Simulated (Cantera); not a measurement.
Cantera run:

```python
import numpy as np
import cantera as ct

gas_names = """
    H HO2 H2 H2O H2O2 O OH O2 O3 P PH PH3 PO PO2 P2 P4 P4O10
""".split()
cond_names = """
    H2O(s) H2O(L) P(cr) P(L) P4O10(s)
""".split()


# ... load() reads the species with a 1 bar reference pressure and builds the phases ...
atoms = {
    'PH3': {'P': 1, 'H': 3},
    'O2': {'O': 2},
}
top_T = {'P4O10(s)': 690}  # K; cautious upper limits of use, not melting points


# ... equilibrate(T, P, feed) seeds the gas with the atoms and calls Mixture.equilibrate('TP', solver="vcs", rtol=1e-11, max_steps=5000) ...
results = []
feed = {'PH3': 1, 'O2': 0.027}  # mol
P = 101325  # Pa
for T in [2298, 2348, 2398, 2448, 2498, 2548, 2598, 2648, 2698, 2748, 2798, 2848]:
    mix = equilibrate(T, P, feed)
    results.append((T, P, feed, dict(zip(mix.species_names, mix.species_moles))))
    x = sorted(zip(gas.X, gas.species_names), reverse=True)
    print(f"T = {T:g} K  P = {P:g} Pa  gas = {mix.phase_moles(0):.4g} mol")
    print("   x: " + "  ".join(f"{s} {v:.3e}" for v, s in x if v > 0.0001))
    print("   condensed (mol): " + ("  ".join(f"{mix.phase(i).name} {mix.phase_moles(i):.4g}"
          for i in range(1, mix.n_phases) if mix.phase_moles(i) > 1e-12) or "none"))
```

Result:

```
T = 2298 K  P = 101325 Pa  gas = 2.023 mol
   x: H2 7.243e-01  P2 2.386e-01  PO 1.370e-02  H2O 1.244e-02  H 8.098e-03  P 1.401e-03  PH 8.967e-04  PO2 2.623e-04  P4 1.597e-04
   condensed (mol): none
T = 2348 K  P = 101325 Pa  gas = 2.027 mol
   x: H2 7.227e-01  P2 2.374e-01  PO 1.476e-02  H2O 1.134e-02  H 1.043e-02  P 1.846e-03  PH 1.073e-03  PO2 2.495e-04  P4 1.245e-04
   condensed (mol): none
T = 2398 K  P = 101325 Pa  gas = 2.032 mol
   x: H2 7.206e-01  P2 2.360e-01  PO 1.576e-02  H 1.329e-02  H2O 1.031e-02  P 2.404e-03  PH 1.274e-03  PO2 2.349e-04
   condensed (mol): none
T = 2448 K  P = 101325 Pa  gas = 2.037 mol
   x: H2 7.177e-01  P2 2.345e-01  H 1.675e-02  PO 1.668e-02  H2O 9.349e-03  P 3.096e-03  PH 1.500e-03  PO2 2.192e-04
   condensed (mol): none
T = 2498 K  P = 101325 Pa  gas = 2.043 mol
   x: H2 7.142e-01  P2 2.328e-01  H 2.092e-02  PO 1.751e-02  H2O 8.457e-03  P 3.945e-03  PH 1.753e-03  PO2 2.030e-04
   condensed (mol): none
T = 2548 K  P = 101325 Pa  gas = 2.05 mol
   x: H2 7.099e-01  P2 2.310e-01  H 2.589e-02  PO 1.826e-02  H2O 7.637e-03  P 4.978e-03  PH 2.034e-03  PO2 1.868e-04
   condensed (mol): none
T = 2598 K  P = 101325 Pa  gas = 2.059 mol
   x: H2 7.046e-01  P2 2.289e-01  H 3.175e-02  PO 1.893e-02  H2O 6.885e-03  P 6.223e-03  PH 2.343e-03  PO2 1.710e-04
   condensed (mol): none
T = 2648 K  P = 101325 Pa  gas = 2.068 mol
   x: H2 6.983e-01  P2 2.266e-01  H 3.861e-02  PO 1.951e-02  P 7.709e-03  H2O 6.200e-03  PH 2.681e-03  PO2 1.559e-04
   condensed (mol): none
T = 2698 K  P = 101325 Pa  gas = 2.079 mol
   x: H2 6.910e-01  P2 2.241e-01  H 4.657e-02  PO 2.001e-02  P 9.468e-03  H2O 5.576e-03  PH 3.048e-03  PO2 1.416e-04
   condensed (mol): none
T = 2748 K  P = 101325 Pa  gas = 2.092 mol
   x: H2 6.824e-01  P2 2.212e-01  H 5.573e-02  PO 2.043e-02  P 1.153e-02  H2O 5.010e-03  PH 3.441e-03  PO2 1.283e-04  OH 1.097e-04
   condensed (mol): none
T = 2798 K  P = 101325 Pa  gas = 2.106 mol
   x: H2 6.725e-01  P2 2.180e-01  H 6.619e-02  PO 2.077e-02  P 1.393e-02  H2O 4.497e-03  PH 3.859e-03  OH 1.242e-04  PO2 1.160e-04
   condensed (mol): none
T = 2848 K  P = 101325 Pa  gas = 2.123 mol
   x: H2 6.612e-01  P2 2.144e-01  H 7.804e-02  PO 2.104e-02  P 1.671e-02  PH 4.300e-03  H2O 4.032e-03  OH 1.396e-04  PO2 1.047e-04
   condensed (mol): none
```

Equilibrium computed with Cantera from the NASA thermochemical tables; the gas is ideal and each condensed phase is pure. Gases not in the tables: HPO2, HPO3 and P4O6.
